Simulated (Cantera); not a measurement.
Charge: 1 mol FeS, 780 mol H2, 0.35 mol N2, at 5.55 Torr.

Equilibrium computed with Cantera from the NASA thermochemical tables; the gas is ideal and each condensed phase is pure. Candidate condensed phases: Fe, FeS, FeS2, S; 16 gas species. Equilibrium is a limit: real reactors are often held back by kinetics, nucleation or transport.

### Question
At 1375 K, list the 4 most abundant gas species with their mole fractions, and the condensed phases.

### Answer
H2 0.998, H2S 0.00125, N2 0.000448, H 3.98e-5. Condensed: Fe(γ).
